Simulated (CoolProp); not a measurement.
Saturation properties of hydrogen sulfide (Tc = 373.1 K, pc = 8999 kPa, ω = 0.101).

Computed with CoolProp (reference Helmholtz-energy equation of state, Lemmon 2006). It is a short technical equation, of lower accuracy than the large ones.

| T (K) | p (kPa) | enthalpy of vaporisation (kJ/kg) | liquid cp (kJ/(kg K)) | vapour Z | surface tension (mN/m) | vapour viscosity (µPa s) |
|---|---|---|---|---|---|---|
| 219.6 | 141.0 | 538.4 | 1.994 | 0.9708 | 26.9 | 8.61 |
| 222.9 | 164.4 | 534.4 | 1.995 | 0.9675 | 26.2 | 8.72 |
| 226.1 | 189.8 | 530.4 | 1.996 | 0.9641 | 25.5 | 8.83 |
| 229.3 | 218.2 | 526.4 | 1.998 | 0.9604 | 24.8 | 8.93 |
| 232.6 | 250.9 | 522.2 | [?] | 0.9564 | 24.2 | 9.03 |
| 235.8 | 286.0 | 518.1 | 2.004 | 0.9523 | [?] | 9.14 |
| 239 | [?] | 513.8 | 2.007 | 0.9479 | 22.8 | 9.24 |
| 242.3 | 368.8 | 509.4 | 2.012 | 0.9431 | [?] | 9.34 |
| 245.5 | 415.8 | 505.0 | 2.017 | 0.9383 | 21.5 | 9.44 |
| 248.7 | 467.2 | 500.5 | [?] | 0.9332 | 20.9 | [?] |
| 252 | 525.0 | 495.8 | 2.030 | 0.9276 | 20.2 | 9.65 |
| 255.2 | 586.1 | 491.2 | 2.037 | 0.9220 | 19.5 | 9.75 |
| 258.4 | 652.3 | 486.4 | 2.045 | 0.9160 | 18.9 | 9.85 |
| 261.7 | 726.4 | [?] | 2.055 | 0.9097 | 18.3 | 9.96 |

Problem. Some entries are withheld; supply them.

Solution. 
- 232.6, liquid cp (kJ/(kg K)): 2.001
- 235.8, surface tension (mN/m): 23.5
- 239, p (kPa): 324.8
- 242.3, surface tension (mN/m): 22.2
- 248.7, liquid cp (kJ/(kg K)): 2.023
- 248.7, vapour viscosity (µPa s): 9.54
- 261.7, enthalpy of vaporisation (kJ/kg): 481.4

It boils at 212.9 K under 1 atm.

Viscosity comes from a separate model (Quiñones-Cisneros 2012). Surface tension comes from a separate correlation (Mulero 2012).
